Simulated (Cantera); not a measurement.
Feed: 1 mol Si, 0.074 mol N₂O, 9.3 mol H₂, equilibrated at 0.00430 bar.

Equilibrium computed with Cantera from the NASA thermochemical tables; the gas is ideal and each condensed phase is pure. Candidate condensed phases: H₂O, Si, SiO₂, Si₂N₂O, Si₃N₄; 35 gas species. Mutual solubility and eutectic melting of coexisting phases are not modelled. The numbers say what is thermodynamically allowed, not how fast it happens. All values below are at 1573 K.

Base state: H₂ 0.986, N₂ 0.00687, SiO 0.00687, H 0.000616, Si 1.28e-5 (mole fractions); condensed: Si(s) + Si₂N₂O(s).

**Question.** What changes in the equilibrium state with this change: N₂O from 0.074 to 0.051 mol?

**Answer.** 
| species | before | after |
|---|---|---|
| H₂ | 0.986 | 0.989 |
| N₂ | 0.00687 | 0.00542 |
| SiO | 0.00687 | 0.00542 |
| H | 0.000616 | 0.000616 |
| Si | 1.28e-5 | 1.28e-5 |
| Si(s), mol | 0.917 | 0.949 |
| Si₂N₂O(s), mol | 0.00916 | 0 |
